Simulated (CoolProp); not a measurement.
Vapour-liquid equilibrium of carbonyl sulfide (1) + propane (2) at 2.85 °C; x and y are mole fractions of (1).

The numbers come from the multi-fluid Helmholtz-energy mixture model, Lemmon 2006 and Lemmon 2009; pair parameters Bell 2016 in CoolProp.

Q: Give the bubble pressure and the first vapour's composition at x = 0.575, 0.65, 0.8. Is there an azeotrope?

A: x = 0.575: 0.6312 MPa, y = 0.632; x = 0.65: 0.6438 MPa, y = 0.702; x = 0.8: 0.6697 MPa, y = 0.836. No azeotrope shows between x = 0.05 and 0.95.

Pair parameters are fitted to limited data, so mixtures are less certain than the pure fluids.
